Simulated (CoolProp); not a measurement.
Vapour-liquid equilibrium of n-heptane (1) + m-xylene (2) at 131.15 °C; x and y are mole fractions of (1).

Computed with CoolProp (multi-fluid Helmholtz-energy mixture model, Span 2003 and Zhou 2012; pair parameters Bell 2016).

```tsv
x	bubble pressure (kPa)	y at the bubble point	dew pressure at overall composition x (kPa)	liquid density (mol/L)
0.05	92.56	[?]	84.75	7.110
0.2	121.7	0.446	95.99	6.883
0.35	146.9	0.613	110.3	6.665
0.5	169.9	0.731	129.0	6.454
0.65	[?]	0.824	153.6	6.251
0.8	213.3	[?]	185.7	6.055
0.95	235.1	0.977	[?]	5.866
```

**Question.** What belongs in the gaps?

**Answer.** 
- 0.05, y at the bubble point: 0.158
- 0.65, bubble pressure (kPa): 191.7
- 0.8, y at the bubble point: 0.904
- 0.95, dew pressure at overall composition x (kPa): 226.7

No azeotrope shows between x = 0.05 and 0.95.

Pair parameters are fitted to limited data, so mixtures are less certain than the pure fluids.
